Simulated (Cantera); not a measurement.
A closed system holds: 1 mol SiCl₄, 1.3 mol O₂, at 1275 °C and 0.000200 bar.

These are equilibrium values from Cantera (NASA tables, ideal gas, pure condensed phases), not measurements of a reactor. Candidate condensed phases: Si, SiO₂; 15 gas species. The tables hold silica as quartz up to 1696 K and as liquid above; real silica turns to tridymite and cristobalite and melts near 1996 K. The numbers say what is thermodynamically allowed, not how fast it happens.

Base state: Cl 0.903, O₂ 0.0714, Cl₂ 0.0255, O 0.000144, ClO 7.91e-5 (mole fractions); condensed: SiO₂(β-quartz).

Task: What changes in the equilibrium state with this change: O₂ from 1.3 to 0.34 mol?

Result: 
```csv
species,before,after
Cl,0.903,0.660
SiCl₄,1.19e-8,0.314
Cl₂,0.0255,0.0136
O₂,0.0714,<1e-9
SiCl₃,<1e-9,0.0113
SiCl₂,<1e-9,0.00114
ClO,7.91e-5,6.01e-9
"SiO₂(β-quartz), mol",1.00,0.340
```
The tables' values for SiCl₃ are old estimates; treat these amounts as uncertain.

Task: What changes in the equilibrium state with this change: O₂ from 1.3 to 11 mol?

Result: 
```tsv
species	before	after
O₂	0.0714	0.716
Cl	0.903	0.281
Cl₂	0.0255	0.00248
O	0.000144	0.000456
ClO	7.91e-5	7.80e-5
SiO₂(β-quartz), mol	1.00	1.000
```
